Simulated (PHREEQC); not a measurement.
Polishing slurry liquid: an equilibrium model

Solution (25 °C): 7.6 mmol/kgw NH3 and 0.096 mmol/kgw H4SiO4. Closed to the air; pH follows from the charge balance.

Model: ion-association model, wateq4f.dat, run in PHREEQC.

Each row changes one thing in this solution. No solid was allowed to form.

| case | pH | ionic strength (mol/kgw) | NH4+ (mol/kgw) | H3SiO4- (mol/kgw) | H4SiO4 (mol/kgw) | H2SiO4-2 (mol/kgw) | SI of Quartz (SiO2) |
|---|---|---|---|---|---|---|---|
| as made | 10.50 | 0.000406 | 0.000406 | 7.93e-5 | 1.65e-5 | 1.84e-7 | -0.80 |
| H4SiO4 replaced by K2SiO3 at the same molality | 10.62 | 0.000509 | 0.000317 | 8.26e-5 | 1.32e-5 | 2.51e-7 | -0.90 |
| 0.00045 mol/kgw KCl added | 10.50 | 0.000860 | 0.000409 | 7.95e-5 | 1.64e-5 | 1.90e-7 | -0.81 |
| 0.013 mol/kgw Na2SO4 added | 10.52 | 0.0379 | 0.000449 | 8.19e-5 | 1.38e-5 | 3.05e-7 | -0.88 |
| NH3 replaced by (NH4)2CO3 at the same molality | 9.21 | 0.00901 | 0.00832 | 1.99e-5 | 7.61e-5 | 2.88e-9 | -0.14 |
| 0.00079 mol/kgw Na2B4O7 added | 9.97 | 0.00284 | 0.00126 | 5.69e-5 | 3.90e-5 | 4.28e-8 | -0.43 |
| temperature from 25 to 55 °C | 9.67 | 0.000403 | 0.000403 | 6.04e-5 | 3.55e-5 | 1.07e-7 | -0.87 |

Species that the database lacks are ignored. Constants without temperature data keep their 25 °C values here.
